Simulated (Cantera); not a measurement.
**Equilibrium for boron, boron nitride and boron oxide: B + H₂O**

A closed system holds: 1 mol B, 0.058 mol H₂O, equilibrated at 852 °C and 10.0 Torr.

These are equilibrium values from Cantera (NASA tables, ideal gas, pure condensed phases), not measurements of a reactor. Candidate condensed phases: B, B₂O₃, B₃O₃H₃, H₂O; 23 gas species. Mutual solubility and eutectic melting of coexisting phases are not modelled. Rates play no part.

```json
{
  "x(H₂)": "0.999",
  "x(B₃O₃H₃)": "0.000769",
  "x(HBO)": "0.000128",
  "n(B(s))": "0.961 mol",
  "n(B₂O₃(l))": "0.0193 mol",
  "gas_amount": "0.05798 mol",
  "log10 activity of B₃O₃H₃(s) (absent)": "-8.81"
}
```
